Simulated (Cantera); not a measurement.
A closed system holds: 1 mol HMDSO, 0.37 mol O2, 11 mol H2, at 0.203 Torr.

Cantera equilibrium calculation (NASA polynomials, part measured and part estimated; ideal gas, pure solids and liquids). Candidate condensed phases: C, C6H6, C7H8, C8H18, H2O, Si, SiC, SiO2; 123 gas species. The feed counts by its element totals alone. Mutual solubility and eutectic melting of coexisting phases are not modelled. The numbers say what is thermodynamically allowed, not how fast it happens.

log p: log10 of the partial pressure in bar; n: condensed amount in mol.

```csv
T (K),log p H2,log p CO,log p H,log p SiO,n C(graphite),n SiC(s),n SiO2(β-quartz)
898,-3.57,-8.71,-11.75,-13.27,4.87,1.13,0.870
998,-3.57,-6.94,-10.45,-11.03,4.86,1.13,0.866
1098,-3.57,___,___,___,___,___,___
1198,-3.60,-4.67,-8.52,-8.06,2.26,2.00,0
1298,-3.60,-4.67,-7.77,-7.80,2.26,2.00,0
1398,-3.60,-4.67,___,___,2.26,2.00,0
1498,-3.61,-4.67,-6.57,-7.38,2.27,2.00,0
1598,-3.61,-4.67,-6.08,-7.21,2.27,1.99,0
```

### Question
Fill in the missing entries.

### Answer

- 1398, log p H: -7.13
- 1398, log p SiO: -7.57
- 1098, log p CO: -5.49
- 1098, log p H: -9.39
- 1098, log p SiO: -9.20
- 1098, n C(graphite): 4.50
- 1098, n SiC(s): 1.25
- 1098, n SiO2(β-quartz): 0.748
